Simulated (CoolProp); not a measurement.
R410A at several states: Z from the reference equation and from simpler models built on Tc = 344.5 K, pc = 4.901 MPa, ω = 0.296; each cubic takes its own stable root.

Values from CoolProp's reference Helmholtz-energy equation of state, Lemmon 2003. It is a pseudo-pure fit of the blend.

```tsv
T (K)	p (MPa)	phase	reference
219.3	0.235	liquid	0.006892
242.5	0.0177	gas	0.9950
445.1	0.0985	gas	0.9971
407.3	0.609	gas	0.9747
214.2	0.457	liquid	0.01356
```

### Question
How far does each simpler model (van der Waals, Redlich-Kwong, Soave-Redlich-Kwong, Peng-Robinson) lie from the reference over these 5 states: mean and median of the absolute difference, and the worst?

### Answer
- van der Waals: mean 4080.4 %, median 0.3 %, worst +13797.3 % at 219.3 K and 0.235 MPa
- Redlich-Kwong: mean 9.7 %, median 0.2 %, worst +24.2 % at 219.3 K and 0.235 MPa
- Soave-Redlich-Kwong: mean 7.8 %, median 0.2 %, worst +19.3 % at 214.2 K and 0.457 MPa
- Peng-Robinson: mean 2.3 %, median 0.2 %, worst +5.7 % at 214.2 K and 0.457 MPa

At some of these states van der Waals gives the other phase, because its saturation line lies elsewhere.
